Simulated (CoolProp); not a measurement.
A single-stage vapour-compression cycle with R1336mzz(E): evaporating at 292.15 K (dew point), condensing at 323.15 K (bubble point), superheat 0 K, subcooling 2 K, compressor efficiency 0.7, no pressure losses. Each further row changes one setting.

Model: reference Helmholtz-energy equation of state, Akasaka 2023, in CoolProp.

```
case                              cooling COP  pressure ratio  discharge temperature (K)  refrigerating effect (kJ/kg)  volumetric capacity (kJ/m³)
--------------------------------  -----------  --------------  -------------------------  ----------------------------  ---------------------------
as stated                                5.60            2.76                      323.1                           111                         1250
evaporating temperature 297.15 K          [?]             [?]                      323.1                           115                          [?]
condensing temperature 318.15 K          6.91             [?]                      318.2                           118                         1330
subcooling 7 K                           5.92            2.76                      323.1                           118                         1330
superheat 10 K                           5.72            2.76                      332.2                           120                         1290
compressor efficiency 0.6                4.80            2.76                      325.5                           111                         1250
```

**Question.** What belongs in the gaps?

**Answer.** 
- evaporating temperature 297.15 K, cooling COP: 6.98
- evaporating temperature 297.15 K, pressure ratio: 2.30
- evaporating temperature 297.15 K, volumetric capacity (kJ/m³): 1540
- condensing temperature 318.15 K, pressure ratio: 2.38

The compression ends wet for: as stated; evaporating temperature 297.15 K; condensing temperature 318.15 K; subcooling 7 K.
